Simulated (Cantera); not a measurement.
Input: 1 mol Pb, 0.018 mol O2, 0.4 mol H2, at 90.0 mbar.

Cantera equilibrium calculation (NASA polynomials, part measured and part estimated; ideal gas, pure solids and liquids). Candidate condensed phases: H2O, Pb, PbO, PbO2, Pb3O4; 12 gas species. Rates play no part.

log p: log10 of the partial pressure in bar; n: condensed amount in mol.

```csv
T (K),log p H2,log p Pb,log p H2O,log p Pb2,log p H,log p PbO,n Pb(s),n Pb(l)
573,-1.09,-12.08,-2.09,<-13,<-13,<-13,1.00,(withheld)
673,-1.09,-9.51,-2.09,<-13,<-13,<-13,0,1.00
773,-1.09,-7.64,-2.09,<-13,-12.59,<-13,0,1.00
873,-1.09,-6.20,-2.09,-12.65,-10.87,<-13,0,1.000
973,-1.09,-5.06,-2.09,-10.74,-9.51,-11.80,0,1.000
1073,-1.09,-4.14,-2.09,-9.20,-8.40,-10.26,0,1.000
1173,-1.09,-3.37,-2.09,-7.93,-7.47,-8.99,0,0.998
1273,-1.10,-2.74,-2.10,-6.86,-6.69,-7.92,0,0.992
1373,-1.12,-2.19,-2.12,-5.96,-6.04,-7.01,0,0.969
1473,-1.19,-1.73,-2.19,-5.18,-5.49,-6.23,0,(withheld)
1573,-1.42,-1.32,-2.42,-4.50,-5.10,-5.54,0,(withheld)
1673,-1.63,-1.19,-2.64,-4.38,-4.76,-5.17,0,(withheld)
```

### Question
What belongs in the gaps?

### Answer

- 573, n Pb(l): 0
- 1473, n Pb(l): 0.894
- 1573, n Pb(l): 0.541
- 1673, n Pb(l): 0
